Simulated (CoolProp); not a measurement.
Saturation properties of n-dodecane (Tc = 658.1 K, pc = 1.818 MPa, ω = 0.574).

Computed with CoolProp (reference Helmholtz-energy equation of state, Lemmon 2004). It is a short technical equation, of lower accuracy than the large ones.

```tsv
T (K)	p (MPa)	surface tension (mN/m)	liquid viscosity (µPa s)
368.3	0.001605	18.9	533
373	0.002013	?	508
377.6	0.002494	18.1	486
382.2	0.003071	?	465
386.9	0.003774	17.4	444
391.5	0.004590	?	426
396.1	0.005549	16.7	409
400.8	0.006697	?	392
405.4	0.008008	15.9	?
410	0.009527	15.6	362
```

Question: What belongs in the gaps?

Answer: 
- 373, surface tension (mN/m): 18.5
- 382.2, surface tension (mN/m): 17.8
- 391.5, surface tension (mN/m): 17.0
- 400.8, surface tension (mN/m): 16.3
- 405.4, liquid viscosity (µPa s): 376

It boils at 489.4 K under 1 atm.

Viscosity comes from a separate model (Huber 2004). Surface tension comes from a separate correlation (Mulero 2012).
